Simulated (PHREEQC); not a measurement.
0.43 g of hydrous ferric oxide (600 m²/g; 0.2 weak and 0.005 strong sites per Fe, Dzombak-Morel constants, diffuse double layer) in 1 kg of water with 0.01 mol/kgw of an inert sodium salt and 0.059 mmol/kgw MgCl2 and 2.1 mmol/kgw Na2SO4, at 25 °C; the pH is set by adding NaOH or the inert anion's acid. Oxygen alone is held at its pressure in air (log pO2 = -0.68). The system is closed to CO2. Nothing may precipitate in this run.

The series has 13 steps of pH, from 4 to 10.

Computed with PHREEQC (ion-association model, wateq4f.dat).

**Question.** Near which pH is half of the Mg sorbed, and on which side is more sorbed?

**Answer.** Near pH 8.1, with more sorbed at higher pH.
